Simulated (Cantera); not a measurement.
A closed system holds: 1 mol Si3H8, 0.034 mol Cl2, 200 mol N2, at 1427 °C and 0.00133 bar.

Cantera equilibrium calculation (NASA polynomials, part measured and part estimated; ideal gas, pure solids and liquids). Candidate condensed phases: NH4Cl, Si, Si3N4; 28 gas species. The feed counts by its element totals alone. The tables' values for SiN are old estimates; treat these amounts as uncertain. Rates play no part.

Base state: N2 0.979, H2 0.0192, H 0.000559, Si 0.000509, HCl 0.000289, Si2N 2.01e-5, SiCl2 1.56e-5, SiN 1.11e-5 (mole fractions); condensed: Si(l).

What changes in the equilibrium state with this change: 0.31 mol O2 added?


```
species       before     after
----------  --------  --------
N2             0.979     0.976
H2            0.0192    0.0191
SiO                0   0.00303
SiCl2        1.56e-5   1.56e-5
HCl         0.000289  0.000288
H           0.000559  0.000558
SiN          1.11e-5   1.11e-5
Si2N         2.01e-5   2.01e-5
Si(l), mol      2.88      2.26
```
Further candidate phases: H2O, SiO2, Si2N2O.

What changes in the equilibrium state with this change: pressure from 0.00133 bar to 0.0960 bar?


```
species          before     after
-------------  --------  --------
N2                0.979     0.980
H2               0.0192    0.0196
HCl            0.000289  0.000333
Si             0.000509   4.60e-7
H              0.000559   6.66e-5
SiCl2           1.56e-5   1.32e-6
Si2N            2.01e-5   1.00e-8
SiN             1.11e-5   8.54e-8
Si(l), mol         2.88         0
Si3N4(s), mol         0     1.000
```

What changes in the equilibrium state with this change: Cl2 from 0.034 to 0.23 mol?


| species | before | after |
|---|---|---|
| N2 | 0.979 | 0.978 |
| H2 | 0.0192 | 0.0186 |
| HCl | 0.000289 | 0.00141 |
| Si | 0.000509 | 0.000509 |
| SiCl2 | 1.56e-5 | 0.000386 |
| Cl | 6.55e-6 | 3.26e-5 |
| Si(l), mol | 2.88 | 2.80 |
The tables' values for SiCl, SiN are old estimates; treat these amounts as uncertain.
